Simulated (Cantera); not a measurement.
Feed: 1 mol CH₃Cl, 0.024 mol F₂, 17 mol H₂, equilibrated at 1.00 Pa.

These are equilibrium values from Cantera (NASA tables, ideal gas, pure condensed phases), not measurements of a reactor. Candidate condensed phases: C, C₆H₆, C₇H₈, C₈H₁₈; 135 gas species. Ions and electrons are included (thermal ionisation). Kinetics and transport are ignored. All values below are at 3500 K.

Base state: H 0.948, Cl 0.0256, C 0.0256, F 0.00123, H₂ 2.57e-5 (mole fractions); condensed: gas only.

Task: What changes in the equilibrium state with this change: pressure from 1.00 Pa to 13.3 mbar?

Result: 
| species | before | after |
|---|---|---|
| H | 0.948 | 0.918 |
| H₂ | 2.57e-5 | 0.0322 |
| Cl | 0.0256 | 0.0253 |
| C | 0.0256 | 0.0185 |
| C₃ | 1.87e-9 | 0.00125 |
| C₂H | <1e-9 | 0.000426 |
| C₂H₂ (acetylene) | <1e-9 | 4.75e-5 |

Task: What changes in the equilibrium state with this change: pressure from 1.00 Pa to 0.133 bar?

Result: 
| species | before | after |
|---|---|---|
| H | 0.948 | 0.740 |
| H₂ | 2.57e-5 | 0.209 |
| Cl | 0.0256 | 0.0223 |
| C | 0.0256 | 0.00562 |
| C₂H | <1e-9 | 0.00318 |
| C₂H₂ (acetylene) | <1e-9 | 0.00286 |
| C₃ | 1.87e-9 | 0.00352 |
